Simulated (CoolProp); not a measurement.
A Linde-Hampson liquefier for ethane: isothermal reversible compression at 320 K from 1 atm to 30 MPa, throttling to 1 atm, return gas leaving the recuperator 10 K below the feed. Each further row changes one setting.

Model: reference Helmholtz-energy equation of state, Bücker 2006, in CoolProp.

| case | liquid yield per pass | compression work (kJ/kg of gas) |
|---|---|---|
| as stated | 0.453 | 390 |
| high pressure 60 MPa | (withheld) | 457 |
| warm-end temperature 350 K | (withheld) | 457 |
| warm-end gap 15 K | (withheld) | 390 |

Task: Fill in the missing entries.

Result: 
- high pressure 60 MPa, liquid yield per pass: 0.424
- warm-end temperature 350 K, liquid yield per pass: 0.377
- warm-end gap 15 K, liquid yield per pass: 0.446
